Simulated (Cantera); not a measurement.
An isothermal, constant-pressure homogeneous reactor starts with NO : N₂ = 1 : 1.9 (molar parts), at 1523 K and 100000 Pa.

Cantera simulation using GRI-Mech 3.0 (53 species, 325 reactions); the numbers are that mechanism's predictions, not measurements.

x: mole fraction; the columns are a selection and need not sum to one.

```tsv
t (s)	x NO	x O	x N₂	x O₂	x NO₂	x N₂O
0.000500	0.345	2.11e-8	0.655	3.74e-10	7.17e-7	7.25e-7
0.00112	0.345	?	0.655	1.27e-9	1.65e-6	1.61e-6
0.00251	0.345	?	0.655	5.35e-9	3.80e-6	3.51e-6
0.00562	0.345	?	0.655	2.91e-8	8.91e-6	7.45e-6
0.0126	0.345	?	0.655	2.09e-7	2.15e-5	1.48e-5
0.0282	0.345	?	0.655	1.91e-6	5.26e-5	2.60e-5
0.0631	0.345	?	0.655	1.77e-5	0.000113	3.67e-5
0.141	0.344	2.62e-7	0.655	0.000106	0.000162	4.06e-5
0.317	0.344	?	0.656	0.000355	0.000177	4.07e-5
0.710	0.343	?	0.656	0.000917	0.000197	4.04e-5
1.59	0.340	?	0.658	0.00217	0.000233	3.98e-5
3.56	0.334	?	0.660	0.00491	0.000296	3.84e-5
7.97	0.323	?	0.666	0.0108	0.000390	3.57e-5
17.9	0.299	?	0.678	0.0226	0.000502	3.05e-5
40.0	0.256	?	0.699	0.0438	0.000589	2.24e-5
```

### Question
Some entries are withheld; supply them.

### Answer

- 0.00112, x O: 2.29e-8
- 0.00251, x O: 2.70e-8
- 0.00562, x O: 3.63e-8
- 0.0126, x O: 5.82e-8
- 0.0282, x O: 1.08e-7
- 0.0631, x O: 1.95e-7
- 0.317, x O: 2.83e-7
- 0.710, x O: 3.13e-7
- 1.59, x O: 3.70e-7
- 3.56, x O: 4.72e-7
- 7.97, x O: 6.35e-7
- 17.9, x O: 8.76e-7
- 40.0, x O: 1.19e-6
